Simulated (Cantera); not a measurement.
# Premixed flame

A freely propagating, adiabatic, planar premixed flame of H2 : O2 : N2 : H2O = 1 : 0.909 : 3.42 : 0.27 (molar parts), unburnt at 423 K and 0.128 atm; mixture-averaged transport, grid criteria slope 0.08 and curve 0.16, no radiation.

Model: the H2/O2 subset of GRI-Mech 3.0, which has no nitrogen chemistry, integrated in Cantera. Burning velocities carry a grid error of a few per cent, more on coarse grids. Lean hydrogen flames are cellular in practice and burn faster than this planar one.

```json
[
 {"z (mm)": "-14.8", "T (K)": "423", "u (m/s)": "1.62", "x H2": "0.179", "x O2": "0.162", "x H2O": "0.0482", "x HO2": "<1e-8", "x H": "<1e-8", "x OH": "<1e-8"},
 {"z (mm)": "-9.87", "T (K)": "423", "u (m/s)": "1.62", "x H2": "0.179", "x O2": "0.162", "x H2O": "0.0482", "x HO2": "<1e-8", "x H": "<1e-8", "x OH": "<1e-8"},
 {"z (mm)": "-7.40", "T (K)": "423", "u (m/s)": "1.62", "x H2": "0.179", "x O2": "0.162", "x H2O": "0.0482", "x HO2": "<1e-8", "x H": "<1e-8", "x OH": "<1e-8"},
 {"z (mm)": "-4.94", "T (K)": "423", "u (m/s)": "1.62", "x H2": "0.178", "x O2": "0.162", "x H2O": "0.0483", "x HO2": "3.16e-7", "x H": "<1e-8", "x OH": "<1e-8"},
 {"z (mm)": "-2.47", "T (K)": "446", "u (m/s)": "1.69", "x H2": "0.167", "x O2": "0.164", "x H2O": "0.0502", "x HO2": "9.91e-5", "x H": "3.62e-5", "x OH": "3.15e-5"},
 {"z (mm)": "-1.23", "T (K)": "644", "u (m/s)": "2.39", "x H2": "0.134", "x O2": "0.160", "x H2O": "0.0704", "x HO2": "6.90e-5", "x H": "0.00234", "x OH": "0.000426"},
 {"z (mm)": "0", "T (K)": "967", "u (m/s)": "3.50", "x H2": "0.0743", "x O2": "0.136", "x H2O": "0.127", "x HO2": "2.87e-5", "x H": "0.0135", "x OH": "0.00121"},
 {"z (mm)": "1.23", "T (K)": "1205", "u (m/s)": "4.34", "x H2": "0.0262", "x O2": "0.100", "x H2O": "0.189", "x HO2": "1.59e-5", "x H": "0.0216", "x OH": "0.00387"},
 {"z (mm)": "2.47", "T (K)": "1331", "u (m/s)": "4.77", "x H2": "0.0134", "x O2": "0.0877", "x H2O": "0.211", "x HO2": "1.16e-5", "x H": "0.0192", "x OH": "0.00564"},
 {"z (mm)": "4.94", "T (K)": "1456", "u (m/s)": "5.19", "x H2": "0.00998", "x O2": "0.0834", "x H2O": "0.221", "x HO2": "8.68e-6", "x H": "0.0125", "x OH": "0.00695"},
 {"z (mm)": "9.87", "T (K)": "1567", "u (m/s)": "5.55", "x H2": "0.00732", "x O2": "0.0814", "x H2O": "0.229", "x HO2": "6.33e-6", "x H": "0.00653", "x OH": "0.00734"},
 {"z (mm)": "19.7", "T (K)": "1652", "u (m/s)": "5.82", "x H2": "0.00440", "x O2": "0.0804", "x H2O": "0.236", "x HO2": "4.20e-6", "x H": "0.00267", "x OH": "0.00656"},
 {"z (mm)": "39.5", "T (K)": "1706", "u (m/s)": "5.99", "x H2": "0.00211", "x O2": "0.0802", "x H2O": "0.242", "x HO2": "2.35e-6", "x H": "0.000817", "x OH": "0.00494"}
]
```
x: mole fraction of selected species; z is measured from the peak of heat release.

* **laminar burning velocity**: 162 cm/s
* **thermal thickness**: 4.94 mm
* **peak x(HO2)**: 0.000114
* **peak x(H)**: 0.0217
* **peak x(OH)**: 0.00735
* **grid points**: 107
